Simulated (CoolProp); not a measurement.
Vapour-liquid equilibrium of benzene (1) + n-heptane (2) at 0.611 bar; x and y are mole fractions of (1).

Values from CoolProp's multi-fluid Helmholtz-energy mixture model, Thol 2012 and Span 2003; pair parameters Bell 2016.

| x | bubble temperature (K) | y at the bubble point | dew temperature at overall composition x (K) | liquid density (mol/L) |
|---|---|---|---|---|
| 0.05 | 353.3 | 0.106 | 354.3 | 6.430 |
| 0.125 | 350.7 | 0.242 | 352.9 | 6.660 |
| 0.2 | 348.3 | 0.356 | 351.5 | 6.901 |
| 0.275 | 346.3 | 0.451 | 350.0 | 7.154 |
| 0.35 | 344.6 | 0.529 | 348.5 | 7.421 |
| 0.425 | 343.1 | 0.596 | 346.9 | 7.702 |
| 0.5 | 341.9 | 0.654 | 345.2 | 8.001 |
| 0.575 | 340.8 | 0.706 | 343.6 | 8.320 |
| 0.65 | 340.0 | 0.754 | 342.0 | 8.661 |
| 0.725 | 339.2 | 0.801 | 340.5 | 9.026 |
| 0.8 | 338.6 | 0.848 | 339.3 | 9.420 |
| 0.875 | 338.1 | 0.899 | 338.4 | 9.846 |
| 0.95 | 337.8 | 0.956 | 337.8 | 10.31 |

No azeotrope shows between x = 0.05 and 0.95.

The pair parameters rest on a limited set of measurements; away from them the model extrapolates.
